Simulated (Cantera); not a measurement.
What does this Cantera script print?

```python
import numpy as np
import cantera as ct

gas = ct.Solution("gri30.yaml")
gas.TPX = 475, 120000, {'CH4': 1, 'H2': 0.039, 'O2': 1.84, 'N2': 6.9}
flame = ct.FreeFlame(gas, width=0.035)
flame.set_refine_criteria(ratio=3, slope=0.08, curve=0.16)
flame.transport_model = "mixture-averaged"
flame.solve(loglevel=0, auto=True)
z, T = flame.grid, flame.T
thick = (T[-1] - T[0]) / np.gradient(T, z).max()
show = ['CH4', 'H2', 'O2', 'H', 'HCO', 'N2O']
print(f"laminar burning velocity  {flame.velocity[0] * 100:.3f} cm/s")
print(f"burnt temperature         {T[-1]:.1f} K")
print(f"thermal thickness         {thick * 1e3:.4f} mm")
print(f"grid points               {len(z)}")
z0 = z[flame.heat_release_rate.argmax()]
print(f"{'z/mm':>9s}{'T/K':>9s}{'u/(m/s)':>9s}" + "".join(f"{s:>11s}" for s in show))
rows = []
for k in (-3, -2, -1.5, -1, -0.5, -0.25, 0, 0.25, 0.5, 1, 2, 4, 8):
    zz = z0 + k * thick
    rows.append([k * thick, np.interp(zz, z, T), np.interp(zz, z, flame.velocity),
                 *(np.interp(zz, z, flame.X[gas.species_index(s)]) for s in show)])
    print(f"{rows[-1][0] * 1e3:9.3f}{rows[-1][1]:9.1f}{rows[-1][2]:9.3f}" + "".join(f"{x:11.3e}" for x in rows[-1][3:]))
```

Result:

```
laminar burning velocity  81.936 cm/s
burnt temperature         2323.3 K
thermal thickness         0.3107 mm
grid points               154
     z/mm      T/K  u/(m/s)        CH4         H2         O2          H        HCO        N2O
   -0.932    475.1    0.820  1.022e-01  4.841e-03  1.880e-01  4.922e-14  2.729e-18  1.896e-13
   -0.621    476.6    0.824  1.019e-01  6.601e-03  1.876e-01  5.551e-12  2.262e-15  3.599e-12
   -0.466    484.7    0.840  1.010e-01  9.064e-03  1.867e-01  3.298e-10  7.137e-13  3.468e-11
   -0.311    548.4    0.957  9.650e-02  1.421e-02  1.819e-01  1.134e-07  3.543e-10  5.151e-10
   -0.155    977.0    1.732  6.867e-02  2.299e-02  1.471e-01  9.169e-05  6.327e-07  8.559e-09
   -0.078   1411.0    2.530  3.785e-02  2.741e-02  1.038e-01  7.251e-04  1.488e-05  2.364e-08
    0.000   1807.1    3.267  9.221e-03  2.799e-02  5.431e-02  3.471e-03  5.677e-05  4.807e-08
    0.078   1974.0    3.569  7.157e-04  2.312e-02  2.560e-02  7.116e-03  2.181e-05  7.145e-08
    0.155   2019.1    3.637  2.845e-05  2.016e-02  1.575e-02  8.720e-03  1.540e-06  8.355e-08
    0.311   2064.5    3.699  6.952e-08  1.944e-02  1.108e-02  8.627e-03  9.233e-08  8.429e-08
    0.621   2120.5    3.783  4.659e-12  1.872e-02  8.720e-03  7.011e-03  6.161e-08  8.109e-08
    1.243   2184.0    3.882  1.889e-15  1.708e-02  6.501e-03  4.941e-03  3.913e-08  7.890e-08
    2.486   2243.4    3.972  1.452e-15  1.525e-02  4.308e-03  3.189e-03  2.267e-08  7.536e-08
```

Detailed kinetics in Cantera: GRI-Mech 3.0 (53 species, 325 reactions). Burning velocities carry a grid error of a few per cent, more on coarse grids.
